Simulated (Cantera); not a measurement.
Feed: 1 mol SiH2Cl2, 2.9 mol NO, held at 1575 K and 8.20 Pa.

Method: chemical equilibrium by Gibbs-energy minimisation in Cantera with the NASA 1993 tables (ideal gas, pure condensed phases). Candidate condensed phases: H2O, NH4Cl, Si, SiO2, Si2N2O, Si3N4; 47 gas species. The tables hold silica as quartz up to 1696 K and as liquid above; real silica turns to tridymite and cristobalite and melts near 1996 K. Equilibrium is a limit: real reactors are often held back by kinetics, nucleation or transport.

Base state: HCl 0.372, N2 0.360, Cl 0.124, O2 0.0799, H2O 0.0618, OH 0.000945, NO 0.000723, O 0.000334 (mole fractions); condensed: SiO2(β-quartz).

Question: What changes in the equilibrium state with this change: NO from 2.9 to 1.5 mol?

Answer: 
```csv
species,before,after
HCl,0.372,0.588
N2,0.360,0.230
SiO,3.16e-7,0.146
O2,0.0799,<1e-9
H2O,0.0618,1.48e-5
H2,0.000119,0.0131
Cl,0.124,0.0187
SiCl2,<1e-9,0.00354
NO,0.000723,1.25e-9
O,0.000334,<1e-9
SiCl3,<1e-9,0.000259
SiCl4,<1e-9,4.96e-5
"SiO2(β-quartz), mol",1.000,0.512
```
The tables' values for SiCl3 are old estimates; treat these amounts as uncertain.

Question: What changes in the equilibrium state with this change: NO from 2.9 to 4.3 mol?

Answer: 
| species | before | after |
|---|---|---|
| N2 | 0.360 | 0.394 |
| HCl | 0.372 | 0.255 |
| O2 | 0.0799 | 0.182 |
| H2O | 0.0618 | 0.0551 |
| Cl | 0.124 | 0.111 |
| H2 | 0.000119 | 7.01e-5 |
| NO | 0.000723 | 0.00114 |
| O | 0.000334 | 0.000504 |
| H | 5.00e-5 | 3.84e-5 |
| Cl2 | 0.000142 | 0.000113 |
| SiO2(β-quartz), mol | 1.000 | 1.000 |

Question: What changes in the equilibrium state with this change: temperature from 1575 K to 800 K?

Answer: 
| species | before | after |
|---|---|---|
| HCl | 0.372 | 0.453 |
| N2 | 0.360 | 0.378 |
| O2 | 0.0799 | 0.100 |
| Cl | 0.124 | 0.000191 |
| Cl2 | 0.000142 | 0.0342 |
| H2O | 0.0618 | 0.0342 |
| O | 0.000334 | <1e-9 |
| OH | 0.000945 | 4.46e-9 |
| H2 | 0.000119 | <1e-9 |
| H | 5.00e-5 | <1e-9 |
| NO | 0.000723 | 9.59e-7 |
| SiO2(β-quartz), mol | 1.000 | 0 |
| SiO2(α-quartz), mol | 0 | 1.00 |
